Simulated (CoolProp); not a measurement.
Vapour-liquid equilibrium of diethyl ether (1) + methanol (2) at 331.5 K; x and y are mole fractions of (1).

Computed with CoolProp (multi-fluid Helmholtz-energy mixture model, Thol 2014 and de Reuck 1993; pair parameters Bell 2016).

| x | bubble pressure (bar) | y at the bubble point | dew pressure at overall composition x (bar) | liquid density (mol/L) |
|---|---|---|---|---|
| 0.05 | 1.046 | 0.269 | 0.8299 | 22.05 |
| 0.2 | 1.561 | 0.558 | 0.9671 | 18.37 |
| 0.35 | 1.835 | 0.659 | 1.155 | 15.60 |
| 0.5 | 1.995 | 0.718 | 1.425 | 13.45 |
| 0.65 | 2.108 | 0.772 | 1.810 | 11.75 |
| 0.8 | 2.190 | 0.840 | 2.149 | 10.40 |
| 0.95 | 2.219 | 0.948 | 2.219 | 9.317 |

y crosses x between x = 0.8 and 0.95: the model has an azeotrope there.

Pair parameters are fitted to limited data, so mixtures are less certain than the pure fluids.
